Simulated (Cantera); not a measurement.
What does this Cantera script print?

```python
import numpy as np
import cantera as ct

gas_names = """
    CL CL2 H HCL H2 Si SiCL SiCL2 SiCL3 SiCL4 SiH SiHCL3 SiH2 SiH2CL2 SiH3 SiH3CL SiH4 Si2 Si3
""".split()
cond_names = """
    Si(cr) Si(L)
""".split()


# ... load() reads the species with a 1 bar reference pressure and builds the phases ...
atoms = {
    'SiH4': {'Si': 1, 'H': 4},
    'Cl2': {'CL': 2},
    'H2': {'H': 2},
}
top_T = {}  # K; cautious upper limits of use, not melting points


# ... equilibrate(T, P, feed) seeds the gas with the atoms and calls Mixture.equilibrate('TP', solver="vcs", rtol=1e-11, max_steps=5000) ...
results = []
feed = {'SiH4': 1, 'Cl2': 0.24, 'H2': 390}  # mol
P = 133.322  # Pa
for T in [1075, 1150, 1225, 1300, 1375, 1450, 1525, 1600, 1675, 1750]:
    mix = equilibrate(T, P, feed)
    results.append((T, P, feed, dict(zip(mix.species_names, mix.species_moles))))

top = {s: max(r[3][s] / sum(r[3][g] for g in gas_names) for r in results) for s in gas_names}
cols = sorted((s for s in top if top[s] > 0.001), key=lambda s: -top[s])[:8]
seen = [c for c in cond_names if any(r[3].get(c, 0) > 1e-12 for r in results)]
print("log10 of partial pressures in bar; condensed amounts in mol")
print(f"{'T/K':>10s}" + "".join(f"{s[:9]:>10s}" for s in cols + seen))
for T, P, feed, n in results:
    ng = sum(n[g] for g in gas_names)
    print(f"{T:10.4g}" + "".join(f"{np.log10(max(n[s] / ng * P / 1e5, 1e-99)):10.3f}" for s in cols)
          + "".join(f"{n.get(c, 0):10.4g}" for c in seen))
```

Output:

```
log10 of partial pressures in bar; condensed amounts in mol
       T/K        H2         H       HCL        Si    Si(cr)     Si(L)
      1075    -2.876    -9.271    -5.790   -14.120    0.9988         0
      1150    -2.876    -8.565    -5.790   -12.703    0.9987         0
      1225    -2.876    -7.944    -5.790   -11.461    0.9986         0
      1300    -2.876    -7.394    -5.790   -10.364    0.9984         0
      1375    -2.876    -6.903    -5.791    -9.387    0.9981         0
      1450    -2.876    -6.462    -5.791    -8.512    0.9968         0
      1525    -2.876    -6.064    -5.791    -7.724     0.991         0
      1600    -2.876    -5.703    -5.792    -7.011    0.9645         0
      1675    -2.877    -5.374    -5.794    -6.363    0.8553         0
      1750    -2.879    -5.073    -5.797    -5.824         0    0.5165
```

Method: chemical equilibrium by Gibbs-energy minimisation in Cantera with the NASA 1993 tables (ideal gas, pure condensed phases). Gases not in the tables: Si2H6 and higher silanes.
